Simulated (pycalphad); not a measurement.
An equivalent pycalphad script:

```python
from pycalphad import Database, equilibrium, calculate, variables as v
import numpy as np
db = Database('COST507.tdb')
comps = ['MG', 'AL', 'SI', 'VA']
phases = ['ALMG_BETA', 'ALMG_EPS', 'ALMG_GAMMA', 'DIAMOND_A4', 'FCC_A1', 'HCP_A3', 'LIQUID', 'MG2SI']
eq = equilibrium(db, comps, phases, {v.X('AL'): 0.0081, v.X('SI'): 0.003, v.T: np.arange(1650, 349, -25), v.P: 101325, v.N: 1}, output=['HM', 'SM'])
```

CALPHAD calculation (pycalphad, COST 507 light-alloy database (1999)), 1 atm. No gas phase is included, though pure Mg would boil below 1377 °C. The database dates from 1999; later assessments differ in places, in temperatures and in the compounds included. Phase fractions are per mole of atoms. Kinetics are ignored, which matters at the lower temperatures.

Results at three of the temperatures:

```
T = 1525.00 K, P = 101325 Pa, N = 1 mol of atoms
G = -91837 J/mol, H = 46724 J/mol, S = 90.86 J/(mol K)  (SER reference)
chemical potentials (J/mol): Mg -91210, Al -140778, Si -166394
phase             fraction      x(Mg)      x(Al)      x(Si)
LIQUID              1.0000     0.9889     0.0081     0.0030
```

```
T = 850.00 K, P = 101325 Pa, N = 1 mol of atoms
G = -37153 J/mol, H = 15299 J/mol, S = 61.71 J/(mol K)  (SER reference)
chemical potentials (J/mol): Mg -36842, Al -59251, Si -79954
phase             fraction      x(Mg)      x(Al)      x(Si)
HCP_A3              0.9910     0.9918     0.0082   9.91e-06
MG2SI               0.0090     0.6667       none     0.3333
```

```
T = 825.00 K, P = 101325 Pa, N = 1 mol of atoms
G = -35622 J/mol, H = 14524 J/mol, S = 60.78 J/(mol K)  (SER reference)
chemical potentials (J/mol): Mg -35316, Al -56796, Si -79250
phase             fraction      x(Mg)      x(Al)      x(Si)
HCP_A3              0.9910     0.9918     0.0082   6.16e-06
MG2SI               0.0090     0.6667       none     0.3333
```

Changes of the phase set, refined by bisection:

| T (°C) | phases above | phases below |
|---|---|---|
| 642.7 | liquid | hcp + liquid |
| 629.2 | hcp + liquid | hcp + liquid + MG2SI |
| 623.5 | hcp + liquid + MG2SI | hcp + MG2SI |
| 89.2 | hcp + MG2SI | ALMG_GAMMA + hcp + MG2SI |

Database names, with the compositions (at.%) that they take in these runs: MG2SI: Mg 67 Si 33; ALMG_GAMMA: Mg 59 Al 41. HCP_A3 is hcp. An entry "none" or "no" means that the model of the phase leaves that element out.
